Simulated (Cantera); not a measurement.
Input (Python, Cantera):

```python
import numpy as np
import cantera as ct

gas = ct.Solution("gri30.yaml")
gas.TPX = 1500, 13332, {'CO': 0.0011, 'O2': 0.01, 'H2O': 0.039, 'N2': 1}
inlet = ct.Reservoir(gas, clone=True)

reactor = ct.IdealGasConstPressureReactor(gas, energy="off", clone=False)
exhaust = ct.Reservoir(gas, clone=True)
tau = [4.9, 2.2, 0.96, 0.42, 0.19, 0.083, 0.037, 0.016, 0.0072, 0.0032][0]
for a, b in ((inlet, reactor), (reactor, exhaust)):
    ct.MassFlowController(a, b, mdot=lambda t: reactor.mass / tau)
net = ct.ReactorNet([reactor])
show = ['CO', 'O2', 'H2O', 'NO', 'HO2', 'H', 'H2']

rows = []
print(f"{'tau/s':>10s}{'T/K':>9s}" + "".join(f"{s:>11s}" for s in show))
for tau in [4.9, 2.2, 0.96, 0.42, 0.19, 0.083, 0.037, 0.016, 0.0072, 0.0032]:
    net.initial_time = 0.0
    net.advance(30 * tau)
    before = gas.X
    net.advance(40 * tau)
    drift = np.max(np.abs(gas.X - before) / (gas.X + 1e-9))
    rows.append([gas.T, *gas[show].X, drift])
    print(f"{tau:10.3e}{gas.T:9.1f}" + "".join(f"{x:11.3e}" for x in gas[show].X))
```

Result:

```
     tau/s      T/K         CO         O2        H2O         NO        HO2          H         H2
 4.900e+00   1500.0  6.316e-06  8.984e-03  3.708e-02  2.004e-07  2.498e-08  1.958e-06  1.900e-05
 2.200e+00   1500.0  1.083e-05  8.982e-03  3.705e-02  1.720e-07  3.799e-08  4.039e-06  3.078e-05
 9.600e-01   1500.0  1.894e-05  8.982e-03  3.701e-02  1.405e-07  5.763e-08  8.415e-06  5.018e-05
 4.200e-01   1500.0  3.313e-05  8.987e-03  3.695e-02  1.076e-07  8.355e-08  1.681e-05  7.949e-05
 1.900e-01   1500.0  5.693e-05  8.999e-03  3.688e-02  7.783e-08  1.122e-07  3.050e-05  1.180e-04
 8.300e-02   1500.0  1.013e-04  9.024e-03  3.680e-02  5.054e-08  1.409e-07  5.044e-05  1.644e-04
 3.700e-02   1500.0  1.807e-04  9.068e-03  3.673e-02  2.810e-08  1.605e-07  6.861e-05  2.008e-04
 1.600e-02   1500.0  3.326e-04  9.144e-03  3.673e-02  1.096e-08  1.636e-07  7.033e-05  2.022e-04
 7.200e-03   1500.0  5.754e-04  9.261e-03  3.682e-02  2.491e-09  1.386e-07  4.492e-05  1.471e-04
 3.200e-03   1500.0  8.980e-04  9.431e-03  3.702e-02  1.649e-10  6.920e-08  8.957e-06  4.744e-05
```

Detailed kinetics in Cantera: GRI-Mech 3.0 (53 species, 325 reactions).
